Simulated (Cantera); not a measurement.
An adiabatic, constant-pressure homogeneous reactor starts with CH4 : O2 : N2 = 1 : 0.87 : 3.27 (molar parts), equivalence ratio 2.3, at 1148 K and 0.340 bar. Integrator tolerance rtol = 1e-08.

Computed with Cantera and GRI-Mech 3.0 (53 species, 325 reactions).

Problem. What does this change do: initial temperature 1148 to 1275 K?

Solution. 
```csv
quantity,before,after
temperature at 0.200 s,1154 K,2165 K
equilibrium temperature,2059 K,2165 K
x(CH4) at 0.200 s,0.193 (gas-phase equilibrium 5.36e-11),2.73e-11 (gas-phase equilibrium 2.78e-11)
x(O2) at 0.200 s,0.168 (gas-phase equilibrium 1.36e-7),5.93e-7 (gas-phase equilibrium 5.96e-7)
x(C2H) at 0.200 s,<1e-12 (gas-phase equilibrium <1e-12),<1e-12 (gas-phase equilibrium <1e-12)
x(CO2) at 0.200 s,8.37e-7 (gas-phase equilibrium 0.0146),0.0138 (gas-phase equilibrium 0.0138)
x(NO) at 0.200 s,<1e-12 (gas-phase equilibrium 5.88e-6),6.70e-5 (gas-phase equilibrium 1.60e-5)
x(CH2CO) at 0.200 s,1.86e-7 (gas-phase equilibrium <1e-12),<1e-12 (gas-phase equilibrium <1e-12)
time of steepest temperature rise,not reached,59.6 ms
```
